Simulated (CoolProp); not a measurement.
Model: reference Helmholtz-energy equation of state, Thol 2019, in CoolProp.

### Question
Give the vapour pressure (bar), liquid density (kg/m³), vapour density (kg/m³), enthalpy of vaporisation (kJ/kg) of saturated n-pentane at 379, 383.5, 388.1 K.

### Answer
| T (K) | p (bar) | liquid density (kg/m³) | vapour density (kg/m³) | enthalpy of vaporisation (kJ/kg) |
|---|---|---|---|---|
| 379 | 6.75 | 529 | 18.5 | 290 |
| 383.5 | 7.43 | 523 | 20.5 | 284 |
| 388.1 | 8.19 | 517 | 22.6 | 278 |
